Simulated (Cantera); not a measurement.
A closed system holds: 1 mol Si, 1.2 mol SF6, 77 mol N2, held at 1450 K and 12000 Pa.

Method: chemical equilibrium by Gibbs-energy minimisation in Cantera with the NASA 1993 tables (ideal gas, pure condensed phases). Candidate condensed phases: S, Si, Si3N4; 29 gas species. The tables' values for SF3, S2F2 (SSF2) are old estimates; treat these amounts as uncertain. Kinetics and transport are ignored.

Base state: N2 0.972, SiF4 0.0126, SF2 0.00888, SF4 0.00408, SF3 0.00178, F 0.000543, S2F2 (SSF2) 0.000191, SF 1.03e-5 (mole fractions); condensed: gas only.

Problem. What changes in the equilibrium state with this change: temperature from 1450 K to 823 K?

Solution. 
```tsv
species	before	after
N2	0.972	0.976
SiF4	0.0126	0.0127
SF4	0.00408	0.00798
SF2	0.00888	0.000112
F	0.000543	<1e-9
SF	1.03e-5	<1e-9
SF6	1.08e-6	0.000239
```
The tables' values for S2F2 (SSF2), SF3 are old estimates; treat these amounts as uncertain.

Problem. What changes in the equilibrium state with this change: SF6 from 1.2 to 3.7 mol?

Solution. 
```json
[
 {"species": "N2", "before": "0.972", "after": "0.924"},
 {"species": "SF4", "before": "0.00408", "after": "0.0329"},
 {"species": "F", "before": "0.000543", "after": "0.0193"},
 {"species": "SF6", "before": "1.08e-6", "after": "0.0110"},
 {"species": "SiF4", "before": "0.0126", "after": "0.0120"},
 {"species": "S2F2 (SSF2)", "before": "0.000191", "after": "<1e-9"},
 {"species": "SF", "before": "1.03e-5", "after": "1.86e-9"},
 {"species": "SF5", "before": "2.37e-7", "after": "6.78e-5"}
]
```
The tables' values for SF3, SF5 are old estimates; treat these amounts as uncertain.
